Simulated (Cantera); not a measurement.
Charge: 1 mol Si, 1.1 mol HCl, 0.21 mol H2, held at 24000 Pa.

Method: chemical equilibrium by Gibbs-energy minimisation in Cantera with the NASA 1993 tables (ideal gas, pure condensed phases). Candidate condensed phases: Si; 19 gas species. The tables' values for SiCl3 are old estimates; treat these amounts as uncertain. Rates play no part.

### Question
At 775 K, list the 4 most abundant gas species with their mole fractions, and the condensed phases.

### Answer
H2 0.711, SiCl4 0.218, SiHCl3 0.0675, SiH2Cl2 0.00161. Condensed: Si(s).
